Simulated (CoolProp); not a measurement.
Properties of n-decane along the isotherm 620 K (Tc = 617.7 K, pc = 2.101 MPa, ω = 0.488).

The numbers come from the reference Helmholtz-energy equation of state, Lemmon 2006 in CoolProp. It is a short technical equation, of lower accuracy than the large ones.

```
p (MPa)  phase  cv (kJ/(kg K))  isothermal compressibility (1/MPa)  fugacity coefficient
-------  -----  --------------  ----------------------------------  --------------------
0.075      gas           2.858                               13.51                0.9875
0.15       gas           2.862                               6.844                0.9751
0.225      gas           2.866                               4.628                0.9627
0.3        gas           2.870                               3.523                0.9503
0.375      gas           2.874                               2.863                0.9380
0.45       gas           2.878                               2.426                0.9257
0.525      gas           2.883                               2.116                0.9135
0.6        gas           2.887                               1.887                0.9012
0.675      gas           2.892                               1.711                0.8891
0.75       gas           2.896                               1.573                0.8769
0.826      gas           2.901                               1.462                0.8646
0.901      gas           2.907                               1.374                0.8525
0.976      gas           2.912                               1.302                0.8404
1.05       gas           2.918                               1.246                0.8285
```
